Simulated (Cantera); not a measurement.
A Cantera script and its output.

```python
import numpy as np
import cantera as ct

gas = ct.Solution("gri30.yaml")


def delay(T, t_max=10):
    gas.TPX = T, 3000000, {'CH4': 1, 'O2': 1, 'N2': 3.76}
    reactor = ct.IdealGasConstPressureReactor(gas, clone=False)
    net = ct.ReactorNet([reactor])
    net.rtol, net.atol = 1e-8, 1e-16
    while net.time < t_max:
        t_old, T_old = net.time, reactor.T
        net.step()
        if reactor.T > T + 400:  # ignition: a rise of 400 K
            return t_old + (T + 400 - T_old) / (reactor.T - T_old) * (net.time - t_old)
    return np.nan


taus = []
for T in [1198, 1273, 1348, 1423, 1498, 1573]:
    taus.append(delay(T))
    print(f"T0 = {T:6g} K   tau = {taus[-1]:.4e} s")
```

Output:

```
T0 =   1198 K   tau = 1.9408e-03 s
T0 =   1273 K   tau = 8.3642e-04 s
T0 =   1348 K   tau = 3.8541e-04 s
T0 =   1423 K   tau = 1.8657e-04 s
T0 =   1498 K   tau = 9.3792e-05 s
T0 =   1573 K   tau = 4.8615e-05 s
```

Computed with Cantera and GRI-Mech 3.0 (53 species, 325 reactions). The pressure lies above the range GRI-Mech 3.0 was tuned for (to about 10 atm).
